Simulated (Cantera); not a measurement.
Charge: 1 mol V, 24 mol N2, 8 mol H2, held at 1.13 Torr.

Method: chemical equilibrium by Gibbs-energy minimisation in Cantera with the NASA 1993 tables (ideal gas, pure condensed phases). Candidate condensed phases: V, VN; 11 gas species. Condensed phases not in the tables: V2N, N, O or C dissolved in the metal. Rates play no part.

### Question
At 1827 °C, list the 4 most abundant gas species with their mole fractions, and the condensed phases.

### Answer
N2 0.731, H2 0.225, H 0.0381, V 0.00647. Condensed: V(s).
